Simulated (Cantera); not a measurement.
Feed: 1 mol B, 7.7 mol N2, 65 mol H2, a varied amount of H2O, held at 1598 K and 0.670 bar.

Method: chemical equilibrium by Gibbs-energy minimisation in Cantera with the NASA 1993 tables (ideal gas, pure condensed phases). Candidate condensed phases: B, BN, B2O3, B3O3H3, H2O; 39 gas species. Mutual solubility and eutectic melting of coexisting phases are not modelled. Gases not in the tables: H3BO3. The numbers say what is thermodynamically allowed, not how fast it happens.

Problem. At 0.92 mol H2O, list the 5 most abundant gas species with their mole fractions, and the condensed phases.

Solution. H2 0.892, N2 0.101, HBO2 0.00347, H2O 0.00271, HBO 0.00110. Condensed: BN(s) + B2O3(l).
